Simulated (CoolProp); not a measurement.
R1336mzz(E) along the isotherm 136.85 °C: density (kg/m³) from the reference equation and from simpler models built on Tc = 130.4 °C, pc = 2.779 MPa, ω = 0.413; each cubic takes its own stable root.

The numbers come from the reference Helmholtz-energy equation of state, Akasaka 2023 in CoolProp.

```
p (MPa)          phase  reference  van der Waals  Redlich-Kwong  Soave-Redlich-Kwong
-------  -------------  ---------  -------------  -------------  -------------------
0.018              gas     0.8681         0.8678         0.8681               0.8680
0.041              gas      1.983          1.981          1.983                1.982
0.0934             gas      4.547          4.539          4.545                4.544
0.212              gas      10.48          10.43              ?                10.46
0.484              gas      24.81          24.57              ?                24.73
1.1                gas          ?              ?          61.65                    ?
2.5                gas      202.8          191.2              ?                196.7
5.7      supercritical      905.6          623.5          755.4                744.9
```

Problem. Complete the blanks.

Solution. 
- 0.212, Redlich-Kwong: 10.47
- 0.484, Redlich-Kwong: 24.75
- 1.1, reference: 62.04
- 1.1, van der Waals: 60.57
- 1.1, Soave-Redlich-Kwong: 61.50
- 2.5, Redlich-Kwong: 200.2
